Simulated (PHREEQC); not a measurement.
0.11 g of hydrous ferric oxide (600 m²/g; 0.2 weak and 0.005 strong sites per Fe, Dzombak-Morel constants, diffuse double layer) in 1 kg of water with 0.01 mol/kgw of an inert sodium salt, at 25 °C; the pH is set by adding NaOH or the inert anion's acid. O2 is buffered at 0.21 atm. No CO2 enters from the air. Precipitation was switched off in this run.

Equilibrium calculation in PHREEQC: ion-association model, wateq4f.dat.

```csv
pH,surface charge σ (C/m²),surface potential ψ (mV)
4,0.216,185
4.67,0.143,164
5.33,0.088,139
6,0.050,110
6.67,0.025,78
7.33,?,43
8,0.001,6
8.67,-0.007,-31
9.33,-0.020,-66
10,-0.040,-100
10.67,-0.075,-130
11.33,?,?
12,-0.229,-168
```

### Question
What belongs in the gaps?

### Answer

- 7.33, surface charge σ (C/m²): 0.011
- 11.33, surface charge σ (C/m²): -0.131
- 11.33, surface potential ψ (mV): -154
